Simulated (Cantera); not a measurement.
A closed system holds: 1 mol LiOH, 0.13 mol H2O, 0.081 mol H2, held at 2250 Torr.

These are equilibrium values from Cantera (NASA tables, ideal gas, pure condensed phases), not measurements of a reactor. Candidate condensed phases: H2O, Li, LiH, LiOH, Li2O; 17 gas species. Mutual solubility and eutectic melting of coexisting phases are not modelled. Kinetics and transport are ignored.

Q: What share of the Li ends up in condensed phases as a function of T (°C), at 1125, 1175, 1225, 1275, 1325, 1375, 1425, 1475, 1525?

A: 
```tsv
T (°C)	Li condensed (%)	as
1125	99.9	LiOH(l)
1175	99.8	LiOH(l)
1225	99.7	LiOH(l)
1275	99.5	LiOH(l)
1325	99.0	LiOH(l) + Li2O(s)
1375	97.9	LiOH(l) + Li2O(s)
1425	94.4	LiOH(l) + Li2O(s)
1475	90.9	Li2O(s)
1525	87.5	Li2O(s)
```
